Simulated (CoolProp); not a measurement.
Vapour-liquid equilibrium of cis-2-butene (1) + acetone (2) at 0.133 MPa; x and y are mole fractions of (1).

The numbers come from the multi-fluid Helmholtz-energy mixture model, Lemmon 2005 and Lemmon 2006; pair parameters Bell 2016 in CoolProp.

```
x     bubble temperature, mixture model (°C)  bubble temperature, Raoult's law (°C)  y, mixture model  y, Raoult's law
----  --------------------------------------  -------------------------------------  ----------------  ---------------
0.05                                    51.4                                   58.6             0.371            0.210
0.15                                    34.8                                   49.2             0.688            0.492
0.25                                     [?]                                   41.5             0.799            0.662
0.35                                    21.1                                   35.2             0.849            0.771
0.45                                    18.4                                   29.9             0.875            0.844
0.55                                    16.6                                   25.4             0.892            0.894
0.65                                    15.4                                   21.5               [?]            0.931
0.75                                    14.2                                   18.1               [?]            0.958
0.85                                    13.0                                   15.0             0.942            0.978
0.95                                     [?]                                   12.3             0.975            0.994
```

Problem. Fill in the missing entries.

Solution. 
- 0.25, bubble temperature, mixture model (°C): 25.9
- 0.65, y, mixture model: 0.906
- 0.75, y, mixture model: 0.921
- 0.95, bubble temperature, mixture model (°C): 11.7

The largest gap from Raoult's law is -15.6 K in bubble temperature, at x = 0.25. No azeotrope shows between x = 0.05 and 0.95.

The pair parameters rest on a limited set of measurements; away from them the model extrapolates. With so large a gap from Raoult's law the liquid may split in two, which this calculation doesn't test in full.
